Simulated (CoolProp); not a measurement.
Properties of carbon dioxide along the isotherm 498.2 K (Tc = 304.1 K, pc = 7.377 MPa, ω = 0.224).

Model: reference Helmholtz-energy equation of state, Span 1996, in CoolProp.

```json
[
 {"p (MPa)": "9.22", "phase": "supercritical", "expansivity (1/kK)": "2.672", "fugacity coefficient": "0.9369"},
 {"p (MPa)": "18.4", "phase": "supercritical", "expansivity (1/kK)": "3.251", "fugacity coefficient": "0.8867"},
 {"p (MPa)": "27.7", "phase": "supercritical", "expansivity (1/kK)": "…", "fugacity coefficient": "0.8497"},
 {"p (MPa)": "36.9", "phase": "supercritical", "expansivity (1/kK)": "3.377", "fugacity coefficient": "0.8267"},
 {"p (MPa)": "46.1", "phase": "supercritical", "expansivity (1/kK)": "…", "fugacity coefficient": "0.8157"},
 {"p (MPa)": "55.3", "phase": "supercritical", "expansivity (1/kK)": "2.796", "fugacity coefficient": "0.8146"},
 {"p (MPa)": "64.6", "phase": "supercritical", "expansivity (1/kK)": "2.522", "fugacity coefficient": "0.8218"},
 {"p (MPa)": "73.8", "phase": "supercritical", "expansivity (1/kK)": "…", "fugacity coefficient": "0.8356"}
]
```

Q: What belongs in the gaps?

A: 
- 27.7, expansivity (1/kK): 3.490
- 46.1, expansivity (1/kK): 3.100
- 73.8, expansivity (1/kK): 2.295
